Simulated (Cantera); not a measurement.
A Cantera script and what it prints.

```python
import numpy as np
import cantera as ct

gas_names = """
    B BH BH2 BH3 BN BO BO2 B2 B2O B2O2 B2O3 B3O3H3 H HBO HBO2 HNO HNO2 HNO3 HO2 H2 H2O H2O2 H3B3O6 N NH
    NH2 NH3 NH2OH NO NO2 NO3 N2 N2H2 N2H4 N2O O OH O2 O3
""".split()
cond_names = """
    B(b) B(L) BN(s) B2O3(L) B3O3H3(cr) H2O(s) H2O(L)
""".split()


def load(file, names, dense=False):
    # The tables refer to 1 bar. Condensed volumes are neglected.
    table = {s.name: s for s in ct.Species.list_from_file(file)}
    out = []
    for n in names:
        d = dict(table[n].input_data)
        d["thermo"] = dict(d["thermo"], **{"reference-pressure": 1e5})
        if dense:
            d["equation-of-state"] = {"model": "constant-volume", "density": "1e6 g/cm^3"}
        out.append(ct.Species.from_dict(d))
    return out


gas = ct.Solution(thermo="ideal-gas", species=load("nasa_gas.yaml", gas_names))
cond = {s.name: ct.Solution(thermo="fixed-stoichiometry", species=[s], name=s.name)
        for s in load("nasa_condensed.yaml", cond_names, dense=True)}
atoms = {
    'borazine': {'B': 3, 'N': 3, 'H': 6},
    'O2': {'O': 2},
}
top_T = {'BN(s)': 3200}  # K; cautious upper limits of use, not melting points


def equilibrate(T, P, feed):
    n = {}
    for name, mol in feed.items():
        for a, k in atoms[name].items():
            n[a] = n.get(a, 0.0) + k * mol
    gas.TPX = T, P, n
    mass = sum(n.values()) * gas.mean_molecular_weight
    gas.equilibrate("TP")
    valid = [c for c in cond.values() if c.min_temp <= T <= top_T.get(c.name, c.max_temp)]
    mix = ct.Mixture([(gas, mass / gas.mean_molecular_weight)] + [(c, 0.0) for c in valid])
    mix.T, mix.P = T, P
    mix.equilibrate("TP", solver="vcs", rtol=1e-11, max_steps=5000)
    return mix


results = []
P = 1000  # Pa
for T in [1048, 1148, 1248, 1348, 1448, 1548, 1648, 1748, 1848, 1948]:
    for m in [0.22, 0.31, 0.45, 0.65, 0.94, 1.4, 2, 2.8]:
        feed = {'borazine': 1, 'O2': m}  # mol
        mix = equilibrate(T, P, feed)
        results.append((T, P, feed, dict(zip(mix.species_names, mix.species_moles))))

for T, P, feed, n in results:
    print(f"{T:7g} {feed['O2']:10.4g}  " + (" + ".join(c for c in cond_names if n.get(c, 0) > 1e-12) or "gas only"))
```

Result:

```
   1048       0.22  BN(s) + B2O3(L)
   1048       0.31  BN(s) + B2O3(L)
   1048       0.45  BN(s) + B2O3(L)
   1048       0.65  BN(s) + B2O3(L)
   1048       0.94  BN(s) + B2O3(L)
   1048        1.4  BN(s) + B2O3(L)
   1048          2  BN(s) + B2O3(L)
   1048        2.8  B2O3(L)
   1148       0.22  BN(s) + B2O3(L)
   1148       0.31  BN(s) + B2O3(L)
   1148       0.45  BN(s) + B2O3(L)
   1148       0.65  BN(s) + B2O3(L)
   1148       0.94  BN(s) + B2O3(L)
   1148        1.4  BN(s) + B2O3(L)
   1148          2  BN(s) + B2O3(L)
   1148        2.8  B2O3(L)
   1248       0.22  BN(s) + B2O3(L)
   1248       0.31  BN(s) + B2O3(L)
   1248       0.45  BN(s) + B2O3(L)
   1248       0.65  BN(s) + B2O3(L)
   1248       0.94  BN(s) + B2O3(L)
   1248        1.4  BN(s) + B2O3(L)
   1248          2  BN(s) + B2O3(L)
   1248        2.8  B2O3(L)
   1348       0.22  BN(s) + B2O3(L)
   1348       0.31  BN(s) + B2O3(L)
   1348       0.45  BN(s) + B2O3(L)
   1348       0.65  BN(s) + B2O3(L)
   1348       0.94  BN(s) + B2O3(L)
   1348        1.4  BN(s) + B2O3(L)
   1348          2  BN(s) + B2O3(L)
   1348        2.8  B2O3(L)
   1448       0.22  BN(s) + B2O3(L)
   1448       0.31  BN(s) + B2O3(L)
   1448       0.45  BN(s) + B2O3(L)
   1448       0.65  BN(s) + B2O3(L)
   1448       0.94  BN(s) + B2O3(L)
   1448        1.4  BN(s) + B2O3(L)
   1448          2  BN(s) + B2O3(L)
   1448        2.8  B2O3(L)
   1548       0.22  BN(s) + B2O3(L)
   1548       0.31  BN(s) + B2O3(L)
   1548       0.45  BN(s) + B2O3(L)
   1548       0.65  BN(s) + B2O3(L)
   1548       0.94  BN(s) + B2O3(L)
   1548        1.4  BN(s) + B2O3(L)
   1548          2  BN(s) + B2O3(L)
   1548        2.8  B2O3(L)
   1648       0.22  BN(s)
   1648       0.31  BN(s)
   1648       0.45  BN(s) + B2O3(L)
   1648       0.65  BN(s) + B2O3(L)
   1648       0.94  BN(s) + B2O3(L)
   1648        1.4  BN(s) + B2O3(L)
   1648          2  BN(s) + B2O3(L)
   1648        2.8  B2O3(L)
   1748       0.22  BN(s)
   1748       0.31  BN(s)
   1748       0.45  BN(s)
   1748       0.65  BN(s)
   1748       0.94  BN(s)
   1748        1.4  BN(s)
   1748          2  BN(s)
   1748        2.8  gas only
   1848       0.22  BN(s)
   1848       0.31  BN(s)
   1848       0.45  BN(s)
   1848       0.65  BN(s)
   1848       0.94  BN(s)
   1848        1.4  BN(s)
   1848          2  gas only
   1848        2.8  gas only
   1948       0.22  BN(s)
   1948       0.31  BN(s)
   1948       0.45  BN(s)
   1948       0.65  BN(s)
   1948       0.94  BN(s)
   1948        1.4  BN(s)
   1948          2  gas only
   1948        2.8  gas only
```

Method: chemical equilibrium by Gibbs-energy minimisation in Cantera with the NASA 1993 tables (ideal gas, pure condensed phases). The feed counts by its element totals alone. Mutual solubility and eutectic melting of coexisting phases are not modelled.
